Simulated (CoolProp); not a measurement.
Ethylbenzene along the isobar 13800 kPa: Z from the reference equation and from simpler models built on Tc = 344.0 °C, pc = 3622 kPa, ω = 0.304; each cubic takes its own stable root.

Values from CoolProp's reference Helmholtz-energy equation of state, Zhou 2012.

| T (°C) | phase | reference | Redlich-Kwong | Soave-Redlich-Kwong | Peng-Robinson |
|---|---|---|---|---|---|
| 53.95 | liquid | 0.6349 | 0.7338 | 0.7179 | 0.6397 |
| 70.35 | liquid | 0.6143 | 0.7088 | 0.6923 | 0.6166 |
| 86.65 | liquid | 0.5961 | 0.6867 | 0.6697 | 0.5962 |
| 103.05 | liquid | 0.5798 | 0.6670 | 0.6496 | 0.5781 |
| 119.45 | liquid | 0.5653 | 0.6496 | 0.6319 | 0.5621 |
| 135.75 | liquid | 0.5524 | 0.6343 | 0.6164 | 0.5482 |
| 152.15 | liquid | 0.5409 | 0.6208 | 0.6027 | 0.5359 |
| 168.45 | liquid | 0.5309 | 0.6090 | 0.5910 | 0.5254 |
| 184.85 | liquid | 0.5221 | 0.5987 | 0.5809 | 0.5164 |
| 201.15 | liquid | 0.5146 | 0.5900 | 0.5726 | 0.5090 |
| 217.55 | liquid | 0.5082 | 0.5826 | 0.5658 | 0.5030 |
